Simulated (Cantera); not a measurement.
Input: 1 mol Fe(CO)5, 0.4 mol CO, 88 mol N2, at 1125 K and 6.70 bar.

Method: chemical equilibrium by Gibbs-energy minimisation in Cantera with the NASA 1993 tables (ideal gas, pure condensed phases). Condensed phases not in the tables: cementite and carbon dissolved in iron. Equilibrium is a limit: real reactors are often held back by kinetics, nucleation or transport.

```tsv
species	before	after
N2	0.943	0.964
CO	0.0555	0.0240
CO2	0.00121	0.0121
C(graphite), mol	0.112	2.11
Fe(α), mol	1.00	0
FeO(s), mol	0	1.00
```
Gas species are given as mole fractions.

What was changed between the two runs?
A) N2 from 88 to 44 mol
B) pressure from 6.70 bar to 1.00 bar
C) temperature from 1125 K to 923.15 K
D) temperature from 1125 K to 1548.15 K

C, temperature from 1125 K to 923.15 K. The tables' stoichiometric FeO is somewhat more stable than real wüstite, so its field is too wide. FeO: taken at fixed stoichiometry
